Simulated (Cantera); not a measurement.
Charge: 1 mol Si, 2.3 mol NF₃, 7 mol Cl₂, at 1100 K and 63000 Pa.

Equilibrium computed with Cantera from the NASA thermochemical tables; the gas is ideal and each condensed phase is pure. Candidate condensed phases: Si, Si₃N₄; 24 gas species. Kinetics and transport are ignored.

Base state: Cl₂ 0.523, ClF 0.273, N₂ 0.108, SiF₄ 0.0943, Cl 0.00138, F 0.000264 (mole fractions); condensed: gas only.

Problem. What changes in the equilibrium state with this change: Cl₂ from 7 to 1.6 mol?

Solution. 
```
species    before    after
-------  --------  -------
ClF         0.273    0.555
N₂          0.108    0.221
SiF₄       0.0943    0.192
Cl₂         0.523   0.0298
F₂        7.51e-7  5.43e-5
F        0.000264  0.00225
```
